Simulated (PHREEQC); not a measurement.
Solution (70 °C): 0.0025 mol/kgw CaCl2, 0.0019 mol/kgw K2SO4 and 1.1e-06 mol/kgw MgCl2. Closed to the air; pH follows from the charge balance.

All values are PHREEQC results (ion-association model, phreeqc.dat), not measurements.

* **ionic strength**: 0.0119 mol/kgw
* **specific conductance**: 2290 µS/cm

| species | molality | activity | log γ |
|---|---|---|---|
| Cl- | 0.00500 | 0.00442 | -0.053 |
| K+ | 0.00375 | 0.00331 | -0.054 |
| Ca+2 | 0.00219 | 0.00137 | -0.203 |
| SO4-2 | 0.00154 | 0.000957 | -0.206 |
| CaSO4 | 0.000312 | 0.000313 | 0.001 |
| KSO4- | 4.96e-5 | 4.41e-5 | -0.051 |

This is a speciation only: nothing precipitates in the calculation. Away from 25 °C the constants follow the database's enthalpies or fits; those with neither stay at their 25 °C values.
